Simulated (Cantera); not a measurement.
An adiabatic, constant-volume homogeneous reactor starts with CO : H2 : CH4 : O2 : N2 : H2O = 1 : 0.87 : 0.057 : 1.4 : 5.26 : 0.34 (molar parts), equivalence ratio 0.75, at 950 K and 4880 Torr. Integrator tolerance rtol = 1e-08.

Model: GRI-Mech 3.0 (53 species, 325 reactions), integrated in Cantera. Below about 1000 K GRI-Mech 3.0 lacks low-temperature oxidation paths.

What does this change do: constant pressure in place of constant volume?


```json
[
 {"quantity": "time of steepest temperature rise", "before": "24.0 ms", "after": "27.2 ms"},
 {"quantity": "temperature at 3.00 s", "before": "2735 K", "after": "2494 K"},
 {"quantity": "equilibrium temperature", "before": "2735 K", "after": "2494 K"},
 {"quantity": "x(CO) at 3.00 s", "before": "0.0156 (gas-phase equilibrium 0.0156)", "after": "0.00846 (gas-phase equilibrium 0.00846)"},
 {"quantity": "x(H2) at 3.00 s", "before": "0.00308 (gas-phase equilibrium 0.00308)", "after": "0.00177 (gas-phase equilibrium 0.00177)"},
 {"quantity": "x(CH4) at 3.00 s", "before": "<1e-12 (gas-phase equilibrium <1e-12)", "after": "<1e-12 (gas-phase equilibrium <1e-12)"},
 {"quantity": "x(O2) at 3.00 s", "before": "0.0421 (gas-phase equilibrium 0.0421)", "after": "0.0417 (gas-phase equilibrium 0.0417)"},
 {"quantity": "x(H) at 3.00 s", "before": "0.000877 (gas-phase equilibrium 0.000877)", "after": "0.000407 (gas-phase equilibrium 0.000407)"}
]
```
